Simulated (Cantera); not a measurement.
Input (Python, Cantera) and output of one run.

```python
import numpy as np
import cantera as ct

gas_names = """
    CL CL2 H HCL H2 Si SiCL SiCL2 SiCL3 SiCL4 SiH SiHCL3 SiH2 SiH2CL2 SiH3 SiH3CL SiH4 Si2 Si3
""".split()
cond_names = """
    Si(cr) Si(L)
""".split()


def load(file, names, dense=False):
    # The tables refer to 1 bar. Condensed volumes are neglected.
    table = {s.name: s for s in ct.Species.list_from_file(file)}
    out = []
    for n in names:
        d = dict(table[n].input_data)
        d["thermo"] = dict(d["thermo"], **{"reference-pressure": 1e5})
        if dense:
            d["equation-of-state"] = {"model": "constant-volume", "density": "1e6 g/cm^3"}
        out.append(ct.Species.from_dict(d))
    return out


gas = ct.Solution(thermo="ideal-gas", species=load("nasa_gas.yaml", gas_names))
cond = {s.name: ct.Solution(thermo="fixed-stoichiometry", species=[s], name=s.name)
        for s in load("nasa_condensed.yaml", cond_names, dense=True)}
atoms = {
    'SiHCl3': {'Si': 1, 'H': 1, 'CL': 3},
    'H2': {'H': 2},
}
top_T = {}  # K; cautious upper limits of use, not melting points


def equilibrate(T, P, feed):
    n = {}
    for name, mol in feed.items():
        for a, k in atoms[name].items():
            n[a] = n.get(a, 0.0) + k * mol
    gas.TPX = T, P, n
    mass = sum(n.values()) * gas.mean_molecular_weight
    gas.equilibrate("TP")
    valid = [c for c in cond.values() if c.min_temp <= T <= top_T.get(c.name, c.max_temp)]
    mix = ct.Mixture([(gas, mass / gas.mean_molecular_weight)] + [(c, 0.0) for c in valid])
    mix.T, mix.P = T, P
    mix.equilibrate("TP", solver="vcs", rtol=1e-11, max_steps=5000)
    return mix


results = []
T = 1248  # K
P = 2500  # Pa
for m in [99, 200, 290, 390, 490, 590, 690, 780, 880, 980]:
    feed = {'SiHCl3': 1, 'H2': m}  # mol
    mix = equilibrate(T, P, feed)
    results.append((T, P, feed, dict(zip(mix.species_names, mix.species_moles))))

top = {s: max(r[3][s] / sum(r[3][g] for g in gas_names) for r in results) for s in gas_names}
cols = sorted((s for s in top if top[s] > 1e-06), key=lambda s: -top[s])[:7]
seen = [c for c in cond_names if any(r[3].get(c, 0) > 1e-12 for r in results)]
print("log10 of partial pressures in bar; condensed amounts in mol")
print(f"{'n(H2)':>10s}" + "".join(f"{s[:9]:>10s}" for s in cols + seen))
for T, P, feed, n in results:
    ng = sum(n[g] for g in gas_names)
    print(f"{feed['H2']:10.4g}" + "".join(f"{np.log10(max(n[s] / ng * P / 1e5, 1e-99)):10.3f}" for s in cols)
          + "".join(f"{n.get(c, 0):10.4g}" for c in seen))
```

Output:

```
log10 of partial pressures in bar; condensed amounts in mol
     n(H2)        H2       HCL     SiCL2     SiCL3    SiHCL3     SiCL4   SiH2CL2    Si(cr)
        99    -1.614    -3.196    -4.379    -5.518    -5.671    -5.800    -6.409    0.8022
       200    -1.608    -3.463    -4.919    -6.329    -6.479    -6.880    -6.944     0.894
       290    -1.606    -3.613    -5.220    -6.781    -6.930    -7.483    -7.243    0.9252
       390    -1.605    -3.735    -5.465    -7.149    -7.297    -7.974    -7.487    0.9436
       490    -1.605    -3.830    -5.656    -7.435    -7.583    -8.356    -7.678    0.9547
       590    -1.604    -3.908    -5.813    -7.670    -7.818    -8.669    -7.834    0.9622
       690    -1.604    -3.975    -5.946    -7.869    -8.017    -8.934    -7.966    0.9675
       780    -1.604    -4.027    -6.050    -8.025    -8.173    -9.143    -8.070    0.9712
       880    -1.604    -4.078    -6.153    -8.179    -8.327    -9.348    -8.173    0.9744
       980    -1.603    -4.124    -6.245    -8.317    -8.465    -9.532    -8.264    0.9769
```

Cantera equilibrium calculation (NASA polynomials, part measured and part estimated; ideal gas, pure solids and liquids). The tables' values for SiCl3 are old estimates; treat these amounts as uncertain.
